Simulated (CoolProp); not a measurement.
CF4 (R14) at 298.15 K and 2.53 MPa is throttled through a valve to 0.563 MPa with no heat exchange. Each further row changes one setting.

Computed with CoolProp (reference Helmholtz-energy equation of state, Platzer 1990). This equation is an older, rougher fit.

| case | temperature change (K) | final density (kg/m³) |
|---|---|---|
| as stated | -11.3 | 21.3 |
| outlet pressure 0.169 MPa | -13.7 | 6.34 |
| outlet pressure 0.732 MPa | -10.3 | 27.8 |
